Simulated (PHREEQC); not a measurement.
1 kg of water holding 0.15 mol KCl, 0.15 mol K2CO3 and 0.019 mol KHCO3 is evaporated at 25 °C; the solids stay in contact with the brine. CO2 from the air is kept out. Only these solids could form: Kalicinite, Sylvite.

The numbers come from PHREEQC with the Pitzer model, pitzer.dat.

```csv
water left (kg),ionic strength,water activity,Sylvite (mol),C in solution (mol/kgw)
1,0.618,0.988,0,0.169
0.8219,0.753,0.986,0,0.206
0.6755,0.916,0.983,0,0.250
0.5552,1.11,0.979,0,0.304
0.4563,1.36,0.974,0,0.370
0.3082,2.01,0.962,0,0.548
0.2534,2.44,0.954,0,0.667
0.2082,2.97,0.944,0,0.812
0.1711,3.62,0.931,0,0.987
0.1407,4.40,0.914,0,1.20
0.1156,5.35,0.893,0,1.46
0.09503,6.51,0.865,0,1.78
0.06419,9.64,0.784,0,2.63
0.05277,11.1,0.751,0.0328,3.20
0.04336,12.6,0.720,0.0716,3.90
0.03565,14.5,0.677,0.101,4.74
0.02931,17.0,0.620,0.121,5.77
```

Sylvite from water left = 0.05277 kg (pH 10.94).
